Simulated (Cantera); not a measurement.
What does this Cantera script print?

```python
import numpy as np
import cantera as ct

gas_names = """
    C CH CH2 CH3 CH2OH CH3O CH4 CH3OH CN CO CO2 COOH C2 C2H CHCO,ketyl C2H2,acetylene C2H2,vinylidene
    CH2CO,ketene C2H3,vinyl CH3CN CH3CO,acetyl C2H4 C2H4O,ethylen CH3CHO,ethanal CH3COOH (HCOOH)2 C2H5
    C2H6 CH3OCH3 C2H5OH CCN CNC C2N2 C2O C3 C3H3,propargyl C3H4,allene C3H4,propyne C3H4,cyclo-
    C3H5,allyl C3H6,propylene C3H6,cyclo- C3H6O C3H7,n-propyl C3H7,i-propyl C3H8 C3H8O,1propanol
    C3H8O,2propanol C3O2 C4 C4H2 C4H4,1,3-cyclo- C4H6,butadiene C4H6,2-butyne C4H6,cyclo- C4H8,1-butene
    C4H8,cis2-buten C4H8,tr2-butene C4H8,isobutene C4H8,cyclo- (CH3COOH)2 C4H9,n-butyl C4H9,i-butyl
    C4H9,s-butyl C4H9,t-butyl C4H10,isobutane C4H10,n-butane C4N2 C5 C5H6,1,3cyclo- C5H8,cyclo-
    C5H10,1-pentene C5H10,cyclo- C5H11,pentyl C5H11,t-pentyl C5H12,n-pentane C5H12,i-pentane
    CH3C(CH3)2CH3 C6H2 C6H5,phenyl C6H5O,phenoxy C6H6 C6H5OH,phenol C6H10,cyclo- C6H12,1-hexene
    C6H12,cyclo- C6H13,n-hexyl C7H7,benzyl C7H8 C7H8O,cresol C7H14,1-heptene C7H15,n-heptyl
    C7H16,n-heptane C8H8,styrene C8H10,ethylbenz C8H16,1-octene C8H17,n-octyl C8H18,isooctane
    C8H18,n-octane C9H19,n-nonyl C10H8,naphthale C10H21,n-decyl C12H9,o-bipheny C12H10,bipheny H HCN HCO
    HCCN HNC HNCO HNO HNO2 HNO3 HO2 H2 HCHO,formaldehy HCOOH H2O H2O2 N NCO NH NH2 NH3 NH2OH NO NO2 NO3
    N2 N2H2 N2H4 N2O O OH O2 O3 Si SiC SiC2 SiC4H12 SiH SiH2 SiH3 SiH4 SiN SiO SiO2 Si2 Si2C Si2N Si3
""".split()
cond_names = """
    C(gr) C6H6(L) C7H8(L) C8H18(L),n-octa H2O(s) H2O(L) Si(cr) Si(L) SiC(b) SiO2(Lqz) SiO2(hqz) SiO2(L)
    Si2N2O(s) Si3N4(a)
""".split()


def load(file, names, dense=False):
    # The tables refer to 1 bar. Condensed volumes are neglected.
    table = {s.name: s for s in ct.Species.list_from_file(file)}
    out = []
    for n in names:
        d = dict(table[n].input_data)
        d["thermo"] = dict(d["thermo"], **{"reference-pressure": 1e5})
        if dense:
            d["equation-of-state"] = {"model": "constant-volume", "density": "1e6 g/cm^3"}
        out.append(ct.Species.from_dict(d))
    return out


gas = ct.Solution(thermo="ideal-gas", species=load("nasa_gas.yaml", gas_names))
cond = {s.name: ct.Solution(thermo="fixed-stoichiometry", species=[s], name=s.name)
        for s in load("nasa_condensed.yaml", cond_names, dense=True)}
atoms = {
    'SiC': {'Si': 1, 'C': 1},
    'N2O': {'N': 2, 'O': 1},
    'H2': {'H': 2},
}
top_T = {'C(gr)': 4500, 'SiC(b)': 3050, 'Si2N2O(s)': 2100, 'Si3N4(a)': 2400}  # K; cautious upper limits of use, not melting points


def equilibrate(T, P, feed):
    n = {}
    for name, mol in feed.items():
        for a, k in atoms[name].items():
            n[a] = n.get(a, 0.0) + k * mol
    gas.TPX = T, P, n
    mass = sum(n.values()) * gas.mean_molecular_weight
    gas.equilibrate("TP")
    valid = [c for c in cond.values() if c.min_temp <= T <= top_T.get(c.name, c.max_temp)]
    mix = ct.Mixture([(gas, mass / gas.mean_molecular_weight)] + [(c, 0.0) for c in valid])
    mix.T, mix.P = T, P
    mix.equilibrate("TP", solver="vcs", rtol=1e-11, max_steps=5000)
    return mix


results = []
feed = {'SiC': 1, 'N2O': 0.014, 'H2': 3.1}  # mol
T = 1523.15  # K
P = 15  # Pa
mix = equilibrate(T, P, feed)
results.append((T, P, feed, dict(zip(mix.species_names, mix.species_moles))))
x = sorted(zip(gas.X, gas.species_names), reverse=True)
print(f"T = {T:g} K  P = {P:g} Pa  gas = {mix.phase_moles(0):.4g} mol")
print("   x: " + "  ".join(f"{s} {v:.3e}" for v, s in x if v > 0.0001))
print("   condensed (mol): " + ("  ".join(f"{mix.phase(i).name} {mix.phase_moles(i):.4g}"
      for i in range(1, mix.n_phases) if mix.phase_moles(i) > 1e-12) or "none"))
```

It prints:

```
T = 1523.15 K  P = 15 Pa  gas = 3.131 mol
   x: H2 9.892e-01  N2 4.469e-03  CO 2.245e-03  SiO 2.227e-03  H 1.880e-03
   condensed (mol): SiC(b) 0.993
```

Method: chemical equilibrium by Gibbs-energy minimisation in Cantera with the NASA 1993 tables (ideal gas, pure condensed phases).
